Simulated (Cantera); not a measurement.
Catalytic stagnation flow on Pt

A jet of H2 : O2 : N2 = 0.021 : 0.15 : 0.79 (molar parts), equivalence ratio 0.070 at 300 K and 0.280 bar hits a platinum plate 5 cm away at a mass flux of 0.072 kg/m²/s; the plate temperature is set and raised in steps from an oxygen-covered start.

Cantera simulation using Deutschmann's 1995 Pt surface mechanism with GRI-Mech 3.0 gas chemistry; the numbers are that mechanism's predictions, not measurements. Catalytic surfaces can have several steady states; this one follows from the mechanism file's or the stated starting coverage.

```csv
plate T (K),wall x H2,wall x O2,wall x H2O,wall x OH,θ free Pt,θ O*,θ OH*
600,0.00184,0.135,0.0391,<1e-8,0.0225,0.971,0.00673
650,0.00182,0.135,0.0388,<1e-8,0.0239,0.972,0.00453
700,0.00169,0.135,0.0389,<1e-8,0.0270,0.970,0.00333
750,0.00131,0.134,0.0394,<1e-8,0.0368,0.960,0.00282
800,0.000872,0.134,0.0400,<1e-8,0.0589,0.938,0.00267
```
x: mole fraction at the wall; θ: surface coverage.
